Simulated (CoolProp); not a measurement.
Vapour-liquid equilibrium of CHF3 (R23) (1) + propylene (2) at -15.05 °C; x and y are mole fractions of (1).

The numbers come from the multi-fluid Helmholtz-energy mixture model, Penoncello 2003 and Lemmon 2013; pair parameters Bell 2016 in CoolProp.

Q: Give the bubble pressure and the first vapour's composition at x = 0.05, 0.45, 0.75. Is there an azeotrope?

A: x = 0.05: 516.3 kPa, y = 0.304; x = 0.45: 1226 kPa, y = 0.760; x = 0.75: 1473 kPa, y = 0.861. No azeotrope shows between x = 0.05 and 0.95.

Pair parameters are fitted to limited data, so mixtures are less certain than the pure fluids.
